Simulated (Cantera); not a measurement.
**Ignition delay**

Mixture: 11.7 % CH4, 0.634 % C2H6, 14.1 % O2, 73.5 % N2, at 3.40 bar, adiabatic and at constant volume. Ignition delay is the time to a rise of 400 K.

Computed with Cantera and GRI-Mech 3.0 (53 species, 325 reactions).

```
T0 (K)  delay (ms)
------  ----------
1073          28.1
1148          12.0
1223          5.33
1298          2.39
1373          1.07
1448         0.488
1523         0.228
```

| Item | Result |
|---|---|
| apparent activation energy between 1373 and 1523 K | 180 kJ/mol |
